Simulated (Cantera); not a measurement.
A closed system holds: 1 mol SiCl4, 0.28 mol CH4, 46 mol H2, held at 1248 K.

These are equilibrium values from Cantera (NASA tables, ideal gas, pure condensed phases), not measurements of a reactor. Candidate condensed phases: C, C6H6, C7H8, C8H18, Si, SiC; 109 gas species. Mutual solubility and eutectic melting of coexisting phases are not modelled. The numbers say what is thermodynamically allowed, not how fast it happens.

Task: What share of the Si ends up in condensed phases as a function of P (Pa), at 100, 400, 1600, 6300, 25000, 100000?

Result: 
```
P (Pa)  Si condensed (%)              as
------  ----------------  --------------
100                 49.0  Si(s) + SiC(s)
400                 47.9  Si(s) + SiC(s)
1600                45.3  Si(s) + SiC(s)
6300                39.9  Si(s) + SiC(s)
25000               31.1  Si(s) + SiC(s)
100000              27.8          SiC(s)
```
